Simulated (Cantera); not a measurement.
Input: 1 mol Fe2O3, 1 mol CH4, 3.1 mol H2, equilibrated at 1075 °C and 13.3 mbar.

Cantera equilibrium calculation (NASA polynomials, part measured and part estimated; ideal gas, pure solids and liquids). Mutual solubility and eutectic melting of coexisting phases are not modelled. The tables' stoichiometric FeO is somewhat more stable than real wüstite, so its field is too wide. FeO: taken at fixed stoichiometry. Rates play no part.

```tsv
species	before	after
H2	0.619	0.724
CO	0.139	0.229
H2O	0.217	0.0406
CO2	0.0249	0.00657
H	1.58e-5	1.70e-5
Fe(γ), mol	1.48	2.00
FeO(s), mol	0.523	0
```
Gas species are given as mole fractions.

Task: Name the change that produced these shifts.
A) temperature from 1075 °C to 1802 °C
B) temperature from 1075 °C to 2227 °C
C) temperature from 1075 °C to 1427 °C
D) CH4 from 1 to 2.5 mol

Result: D, CH4 from 1 to 2.5 mol
